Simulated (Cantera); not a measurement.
A perfectly stirred reactor is fed with 17.0 % CO, 1.19 % H2, 8.26 % O2, 73.6 % N2, at 2.27 atm; it is adiabatic with a 450 K inlet, and is followed from long to short residence time, starting on the burning branch (τ in s: 0.031, 0.016, 0.0081, 0.0041, 0.0021, 0.0011, 0.00055, 0.00028, 0.00014, 7.4e-05, 3.8e-05, 1.9e-05, 9.8e-06).

Cantera simulation using GRI-Mech 3.0 (53 species, 325 reactions); the numbers are that mechanism's predictions, not measurements. The hydrogen kinetics of GRI-Mech 3.0 are dated; newer H2 mechanisms differ, most at raised pressure.

### Question
Predict: blow-out, bracketed by the residence times tried; x(CO) at τ = 31.0 ms; x(H2) at τ = 31.0 ms; x(O2) at τ = 31.0 ms; x(H) at τ = 31.0 ms; x(CO2) at τ = 31.0 ms; x(CO) at τ = 0.550 ms; x(H2) at τ = 0.550 ms; x(O2) at τ = 0.550 ms; x(H) at τ = 0.550 ms; x(CO2) at τ = 0.550 ms.

### Answer
```
Item                                                                            Result
------------------------------------------------  ------------------------------------
blow-out, bracketed by the residence times tried  burning at 0.550 ms, out at 0.280 ms
x(CO) at τ = 31.0 ms                                                            0.0263
x(H2) at τ = 31.0 ms                                                          0.000523
x(O2) at τ = 31.0 ms                                                           0.00410
x(H) at τ = 31.0 ms                                                           0.000420
x(CO2) at τ = 31.0 ms                                                            0.158
x(CO) at τ = 0.550 ms                                                           0.0605
x(H2) at τ = 0.550 ms                                                         0.000984
x(O2) at τ = 0.550 ms                                                           0.0208
x(H) at τ = 0.550 ms                                                           0.00269
x(CO2) at τ = 0.550 ms                                                           0.120
```
